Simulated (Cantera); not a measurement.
Charge: 1 mol Si, 0.61 mol Cl₂, 0.26 mol H₂, held at 1000 K and 0.280 bar.

Cantera equilibrium calculation (NASA polynomials, part measured and part estimated; ideal gas, pure solids and liquids). Candidate condensed phases: Si; 19 gas species. The tables' values for SiCl₃ are old estimates; treat these amounts as uncertain. The numbers say what is thermodynamically allowed, not how fast it happens.

Base state: SiCl₄ 0.475, H₂ 0.415, SiHCl₃ 0.0877, HCl 0.0158, SiCl₃ 0.00448, SiH₂Cl₂ 0.00175, SiCl₂ 0.00102 (mole fractions); condensed: Si(s).

Task: What changes in the equilibrium state with this change: temperature from 1000 K to 773.15 K?

Result: 
```tsv
species	before	after
SiCl₄	0.475	0.479
H₂	0.415	0.421
SiHCl₃	0.0877	0.0974
HCl	0.0158	0.00130
SiCl₂	0.00102	3.80e-6
SiCl₃	0.00448	0.000112
SiH₂Cl₂	0.00175	0.00152
Si(s), mol	0.684	0.681
```
